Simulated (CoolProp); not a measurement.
Vapour-liquid equilibrium of R141b (1) + n-pentane (2) at 220.7 K; x and y are mole fractions of (1).

Values from CoolProp's multi-fluid Helmholtz-energy mixture model, Lemmon 2006 and Thol 2019; pair parameters Bell 2016.

| x | bubble pressure, mixture model (kPa) | bubble pressure, Raoult's law (kPa) | y, mixture model | y, Raoult's law |
|---|---|---|---|---|
| 0.05 | 1.206 | 1.139 | 0.107 | 0.056 |
| 0.2 | 1.345 | 1.162 | 0.302 | 0.221 |
| 0.35 | 1.411 | 1.185 | 0.422 | 0.379 |
| 0.5 | 1.438 | 1.208 | 0.521 | 0.532 |
| 0.65 | 1.436 | 1.231 | 0.624 | 0.678 |
| 0.8 | 1.400 | 1.254 | 0.750 | 0.820 |
| 0.95 | 1.322 | 1.277 | 0.924 | 0.956 |

The largest gap from Raoult's law is +19.1 % in bubble pressure, at x = 0.35. y crosses x between x = 0.5 and 0.65: the model has an azeotrope there.

Pair parameters are fitted to limited data, so mixtures are less certain than the pure fluids.
